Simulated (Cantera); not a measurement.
# Adiabatic ignition

An adiabatic, constant-volume homogeneous reactor starts with C3H8 : O2 : N2 = 1 : 6.25 : 23.5 (molar parts), at 1000 K and 9.87 atm.

Model: GRI-Mech 3.0 (53 species, 325 reactions), integrated in Cantera. GRI-Mech 3.0 was tuned for natural gas; its chemistry of propane as a main component is partial and can be far from experiment.

```tsv
t (s)	T (K)	P (bar)	x C3H8	x O2	x OH	x C2H4	x NO	x CH2O
2.00e-6	1000	10.0	0.0325	0.203	<1e-12	5.82e-10	<1e-12	1.32e-12
5.34e-6	1000	10.0	0.0325	0.203	<1e-12	1.90e-9	<1e-12	1.09e-11
1.43e-5	1000	10.0	0.0325	0.203	<1e-12	5.73e-9	<1e-12	8.44e-11
3.81e-5	1000	10.0	0.0325	0.203	1.87e-12	1.82e-8	<1e-12	6.42e-10
0.000102	1000	10.0	0.0325	0.203	5.91e-12	6.80e-8	<1e-12	5.04e-9
0.000271	1000	10.00	0.0325	0.203	2.11e-11	3.39e-7	<1e-12	4.35e-8
0.000724	1000	10.00	0.0325	0.203	7.21e-11	2.22e-6	<1e-12	3.96e-7
0.00193	1000	10.0	0.0325	0.203	1.38e-10	1.26e-5	<1e-12	2.53e-6
0.00516	1000	10.0	0.0325	0.203	1.84e-10	4.91e-5	<1e-12	1.00e-5
0.0138	1000	10.0	0.0323	0.203	2.75e-10	0.000170	<1e-12	3.48e-5
0.0368	1001	10.0	0.0318	0.203	8.84e-10	0.000725	<1e-12	0.000156
0.0982	2814	29.4	<1e-12	0.0357	0.0103	<1e-12	0.0149	3.94e-10
0.262	2814	29.4	<1e-12	0.0357	0.0103	<1e-12	0.0149	3.94e-10
0.700	2814	29.4	<1e-12	0.0357	0.0103	<1e-12	0.0149	3.94e-10
```
x: mole fraction; the columns are a selection and need not sum to one.

```
Property                                                           Value
---------------------------------  -------------------------------------
time of steepest temperature rise                                66.4 ms
temperature at 0.700 s                                            2814 K
equilibrium temperature                                           2814 K
x(C3H8) at 0.700 s                 <1e-12 (gas-phase equilibrium <1e-12)
x(O2) at 0.700 s                   0.0357 (gas-phase equilibrium 0.0357)
x(OH) at 0.700 s                   0.0103 (gas-phase equilibrium 0.0103)
```
